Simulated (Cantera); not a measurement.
Feed: 1 mol AlN, 0.52 mol O2, 2.6 mol N2, equilibrated at 1477 °C and 4.50 mbar.

These are equilibrium values from Cantera (NASA tables, ideal gas, pure condensed phases), not measurements of a reactor. Candidate condensed phases: Al, AlN, Al2O3; 16 gas species. Mutual solubility and eutectic melting of coexisting phases are not modelled. Equilibrium is a limit: real reactors are often held back by kinetics, nucleation or transport.

**Question.** What is the equilibrium state?

**Answer.** 
```
Quantity                             Result
--------------------------------  ---------
x(N2)                                 1.000
x(Al)                              0.000297
x(Al2O)                             6.39e-5
n(AlN(s))                         0.306 mol
n(Al2O3(s))                       0.347 mol
gas amount                        2.948 mol
log10 activity of Al(l) (absent)      -2.52
```
